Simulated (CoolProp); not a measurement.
A single-stage vapour-compression cycle with dimethyl ether: evaporating at 222.15 K (dew point), condensing at 272.15 K (bubble point), superheat 10 K, subcooling 5 K, compressor efficiency 0.85, no pressure losses. Each further row changes one setting.

Computed with CoolProp (reference Helmholtz-energy equation of state, Wu 2011).

| case | cooling COP | pressure ratio | discharge temperature (K) | refrigerating effect (kJ/kg) | volumetric capacity (kJ/m³) |
|---|---|---|---|---|---|
| as stated | 3.22 | 9.31 | 326.9 | 406 | 271 |
| evaporating temperature 227.15 K | 3.74 | 7.08 | 320.6 | 412 | 356 |
| condensing temperature 267.15 K | 3.65 | 7.78 | 318.8 | 418 | 279 |
| subcooling 10 K | 3.31 | 9.31 | 326.9 | 418 | 279 |
| superheat 20 K | 3.19 | 9.31 | 338.5 | 419 | 268 |
| compressor efficiency 0.75 | 2.84 | 9.31 | 337.5 | 406 | 271 |
